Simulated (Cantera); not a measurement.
An isothermal, constant-pressure homogeneous reactor starts with 9.40 % N2O, 0.320 % H2, 90.3 % N2, at 1425 K and 0.0267 bar.

Model: GRI-Mech 3.0 (53 species, 325 reactions), integrated in Cantera. GRI-Mech 3.0 was tuned for natural gas; its chemistry of N2O as a main component is partial and can be far from experiment. Radical loss at walls, strong at low pressure, is not modelled. The temperature is held fixed by assumption; the heat of reaction is taken as removed at once.

x: mole fraction; the columns are a selection and need not sum to one.

```csv
t (s),x N2O,x H2,x NO2,x H2O2,x O2
0.00100,0.0940,0.00318,4.22e-11,5.70e-11,5.47e-6
0.00313,0.0937,0.00298,9.49e-9,(withheld),2.82e-5
0.00979,0.0922,0.00187,2.23e-7,(withheld),0.000131
0.0306,0.0895,0.000338,2.33e-6,(withheld),0.000589
0.0959,0.0856,1.17e-5,1.10e-5,(withheld),0.00201
0.300,0.0753,5.50e-7,1.77e-5,4.54e-10,0.00602
0.939,0.0508,5.97e-7,1.54e-5,2.34e-10,0.0157
2.94,0.0152,7.92e-7,6.30e-6,1.67e-10,0.0299
9.19,0.000513,5.39e-7,2.92e-6,9.11e-11,0.0359
28.8,7.07e-7,6.64e-8,6.64e-6,1.27e-11,0.0362
90.0,6.33e-8,6.53e-8,6.69e-6,1.25e-11,0.0362
```

Question: What belongs in the gaps?

Answer: 
- 0.00313, x H2O2: 1.39e-9
- 0.00979, x H2O2: 3.22e-9
- 0.0306, x H2O2: 2.79e-9
- 0.0959, x H2O2: 1.07e-9
